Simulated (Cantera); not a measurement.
Input (Python, Cantera) and output of one run.

```python
import numpy as np
import cantera as ct

gas_names = """
    H2S C6H6 C3H8
""".split()
cond_names = """
    NiS(b) NiS(a) NiS(L) NiS2(s) NiS2(L)
""".split()


# ... load() reads the species with a 1 bar reference pressure and builds the phases ...
species = {s.name: s for s in load("nasa_gas.yaml", gas_names) + load("nasa_condensed.yaml", cond_names)}
# Each term lists the table entries of one substance; the one whose range holds T is used.
reactions = {
    '5 H2S(g) + C6H6(g) + 5 NiS = 2 C3H8(g) + 5 NiS2':
        [(-5, ['H2S']), (-1, ['C6H6']), (-5, ['NiS(b)', 'NiS(a)', 'NiS(L)']), (2, ['C3H8']), (5, ['NiS2(s)', 'NiS2(L)'])],
}


def pick(names, T):
    return next(species[n] for n in names if species[n].thermo.min_temp <= T <= species[n].thermo.max_temp)


results = []
for label, terms in reactions.items():
    print(label)
    print("     T/K   dH/kJ  dS/(J/K)   dG/kJ   log10 K")
    for T in [300, 725, 925, 1125, 1325, 1525, 1725, 1925, 2125, 2325, 2525, 2725]:
        used = [(nu, pick(names, T)) for nu, names in terms]
        dH = sum(nu * s.thermo.h(T) for nu, s in used) / 1e6
        dS = sum(nu * s.thermo.s(T) for nu, s in used) / 1e3
        dG = dH - T * dS / 1e3
        logK = -dG * 1e6 / (ct.gas_constant * T * np.log(10))
        results.append((label, T, dH, dS, dG, logK, [s.name for _, s in used]))
        print(f"{T:8g} {dH:8.1f} {dS:8.1f} {dG:8.1f} {logK:8.2f}")
```

Result:

```
5 H2S(g) + C6H6(g) + 5 NiS = 2 C3H8(g) + 5 NiS2
     T/K   dH/kJ  dS/(J/K)   dG/kJ   log10 K
     300   -407.3   -662.4   -208.5    36.31
     725   -433.9   -701.2     74.5    -5.36
     925   -429.0   -695.2    214.1   -12.09
    1125   -425.2   -691.4    352.7   -16.37
    1325   -246.1   -554.3    488.4   -19.25
    1525   -249.5   -556.7    599.5   -20.53
    1725   -252.8   -558.8    711.0   -21.53
    1925   -256.0   -560.5    823.0   -22.33
    2125   -259.0   -562.0    935.2   -22.99
    2325   -262.0   -563.3   1047.8   -23.54
    2525   -265.0   -564.6   1160.6   -24.01
    2725   -267.9   -565.7   1273.6   -24.41
```

Cantera with NASA thermochemical tables; ideal gases at 1 bar, condensed phases pure. Condensed species are held in their standard states even where they would react or evaporate.
